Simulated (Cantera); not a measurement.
An isothermal, constant-pressure homogeneous reactor starts with CH4 : H2 : N2 = 0.011 : 1 : 0.0016 (molar parts), at 2223 K and 1330 Pa. Integrator tolerance rtol = 1e-08.

Detailed kinetics in Cantera: GRI-Mech 3.0 (53 species, 325 reactions). GRI-Mech 3.0 stops at C3 and has no aromatics, soot or wall deposition, so with more carbon than oxygen in the feed, carbon stays in small species such as C2H2 where larger ones or solid carbon would form. Radical loss at walls, strong at low pressure, is not modelled.

Problem. What does this change do: temperature 2223 to 1900 K?

Solution. 
```
quantity                                            before                                      after
-----------------  ---------------------------------------  -----------------------------------------
x(CH4) at 60.0 s   3.98e-6 (gas-phase equilibrium 3.76e-6)    2.73e-5 (gas-phase equilibrium 2.55e-5)
x(H2) at 60.0 s        0.939 (gas-phase equilibrium 0.939)        0.986 (gas-phase equilibrium 0.986)
x(C2H2) at 60.0 s  0.00520 (gas-phase equilibrium 0.00449)    0.00534 (gas-phase equilibrium 0.00467)
x(C2H6) at 60.0 s    <1e-12 (gas-phase equilibrium <1e-12)  8.78e-12 (gas-phase equilibrium 7.68e-12)
x(HCN) at 60.0 s   3.11e-5 (gas-phase equilibrium 0.00144)    3.30e-7 (gas-phase equilibrium 0.00133)
x(H) at 60.0 s       0.0542 (gas-phase equilibrium 0.0542)    0.00688 (gas-phase equilibrium 0.00688)
x(CH3) at 60.0 s   4.35e-6 (gas-phase equilibrium 4.12e-6)    3.79e-6 (gas-phase equilibrium 3.55e-6)
```

Problem. What does this change do: pressure from 1330 Pa to 2670 Pa?

Solution. 
```
quantity                                            before                                      after
-----------------  ---------------------------------------  -----------------------------------------
x(CH4) at 60.0 s   3.98e-6 (gas-phase equilibrium 3.76e-6)    8.23e-6 (gas-phase equilibrium 7.75e-6)
x(H2) at 60.0 s        0.939 (gas-phase equilibrium 0.939)        0.955 (gas-phase equilibrium 0.955)
x(C2H2) at 60.0 s  0.00520 (gas-phase equilibrium 0.00449)    0.00523 (gas-phase equilibrium 0.00453)
x(C2H6) at 60.0 s    <1e-12 (gas-phase equilibrium <1e-12)  1.58e-12 (gas-phase equilibrium 1.40e-12)
x(HCN) at 60.0 s   3.11e-5 (gas-phase equilibrium 0.00144)    4.21e-5 (gas-phase equilibrium 0.00145)
x(H) at 60.0 s       0.0542 (gas-phase equilibrium 0.0542)      0.0386 (gas-phase equilibrium 0.0386)
x(CH3) at 60.0 s   4.35e-6 (gas-phase equilibrium 4.12e-6)    6.31e-6 (gas-phase equilibrium 5.94e-6)
```

Problem. What does this change do: N2 0.0016 to 0.011 parts?

Solution. 
```
quantity                                            before                                     after
-----------------  ---------------------------------------  ----------------------------------------
x(CH4) at 60.0 s   3.98e-6 (gas-phase equilibrium 3.76e-6)   3.69e-6 (gas-phase equilibrium 3.13e-6)
x(H2) at 60.0 s        0.939 (gas-phase equilibrium 0.939)       0.931 (gas-phase equilibrium 0.931)
x(C2H2) at 60.0 s  0.00520 (gas-phase equilibrium 0.00449)   0.00507 (gas-phase equilibrium 0.00320)
x(C2H6) at 60.0 s    <1e-12 (gas-phase equilibrium <1e-12)     <1e-12 (gas-phase equilibrium <1e-12)
x(HCN) at 60.0 s   3.11e-5 (gas-phase equilibrium 0.00144)  0.000183 (gas-phase equilibrium 0.00393)
x(H) at 60.0 s       0.0542 (gas-phase equilibrium 0.0542)     0.0539 (gas-phase equilibrium 0.0539)
x(CH3) at 60.0 s   4.35e-6 (gas-phase equilibrium 4.12e-6)   4.05e-6 (gas-phase equilibrium 3.44e-6)
```
